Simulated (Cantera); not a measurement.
Charge: 1 mol Ta(OEt)5, 0.39 mol H2O, 0.16 mol CH4, at 2148 K and 270000 Pa.

Cantera equilibrium calculation (NASA polynomials, part measured and part estimated; ideal gas, pure solids and liquids). Candidate condensed phases: C, C6H6, C7H8, C8H18, H2O, Ta, TaC, Ta2O5; 113 gas species. The feed counts by its element totals alone. TaC: taken at fixed stoichiometry. Condensed phases not in the tables: Ta2C. Kinetics and transport are ignored.

Base state: H2 0.706, CO 0.290, H 0.00213, C2H2 (acetylene) 0.00135, CH4 0.000398, H2O 3.75e-5, CH3 2.32e-5 (mole fractions); condensed: C(graphite) + TaC(s).

### Question
What changes in the equilibrium state with this change: pressure from 270000 Pa to 300 Pa?

### Answer
| species | before | after |
|---|---|---|
| H2 | 0.706 | 0.656 |
| CO | 0.290 | 0.281 |
| H | 0.00213 | 0.0616 |
| CH4 | 0.000398 | 3.81e-7 |
| H2O | 3.75e-5 | 3.75e-8 |
| CH3 | 2.32e-5 | 6.92e-7 |
| C2H2 (acetylene) | 0.00135 | 0.00126 |
| C(graphite), mol | 3.71 | 3.72 |
| TaC(s), mol | 1.00 | 1.00 |
